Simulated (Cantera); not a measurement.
An adiabatic, constant-volume homogeneous reactor starts with CH4 : O2 : N2 = 1 : 1.25 : 9.88 (molar parts), at 1325 K and 4.93 atm. Integrator tolerance rtol = 1e-08.

Model: GRI-Mech 3.0 (53 species, 325 reactions), integrated in Cantera.

What does this change do: pressure from 4.93 atm to 1.00 atm?


```csv
quantity,before,after
time of steepest temperature rise,5.56 ms,21.3 ms
temperature at 7.00 s,2413 K,2397 K
equilibrium temperature,2413 K,2397 K
x(CH4) at 7.00 s,4.68e-11 (gas-phase equilibrium 5.26e-11),2.01e-12 (gas-phase equilibrium 2.26e-12)
x(O2) at 7.00 s,4.71e-6 (gas-phase equilibrium 4.71e-6),1.98e-5 (gas-phase equilibrium 1.98e-5)
x(N2O) at 7.00 s,1.56e-8 (gas-phase equilibrium 1.56e-8),1.40e-8 (gas-phase equilibrium 1.40e-8)
x(NO) at 7.00 s,9.19e-5 (gas-phase equilibrium 9.19e-5),0.000183 (gas-phase equilibrium 0.000183)
x(C2H6) at 7.00 s,<1e-12 (gas-phase equilibrium <1e-12),<1e-12 (gas-phase equilibrium <1e-12)
```
